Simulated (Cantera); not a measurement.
Charge: 1 mol ZrN, 0.38 mol N2, held at 2027 °C and 7.60 mbar.

Cantera equilibrium calculation (NASA polynomials, part measured and part estimated; ideal gas, pure solids and liquids). Candidate condensed phases: Zr, ZrN; 4 gas species. ZrN: taken at fixed stoichiometry. Rates play no part.

Task: What is the equilibrium state?

Result: 
```
Quantity                               Value
--------------------------------  ----------
x(N2)                                  1.000
n(ZrN(s))                           1.00 mol
gas amount                        0.3800 mol
log10 activity of Zr(l) (absent)       -2.44
```
